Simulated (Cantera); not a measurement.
Charge: 1 mol NiS, 680 mol H2, at 0.110 bar.

Equilibrium computed with Cantera from the NASA thermochemical tables; the gas is ideal and each condensed phase is pure. Candidate condensed phases: Ni, NiS, NiS2, Ni3S2, Ni3S4, S; 9 gas species. Rates play no part. All values below are at 1375 K.

Base state: H2 0.999, H2S 0.00146, H 1.03e-5 (mole fractions); condensed: Ni(s).

**Question.** What changes in the equilibrium state with this change: NiS replaced by Al2O3?

**Answer.** 
```tsv
species	before	after
H2	0.999	1.000
H	1.03e-5	1.03e-5
H2S	0.00146	0
Ni(s), mol	1.000	0
Al2O3(s), mol	0	1.000
```
Further candidate phases: Al, Al2O3, H2O.
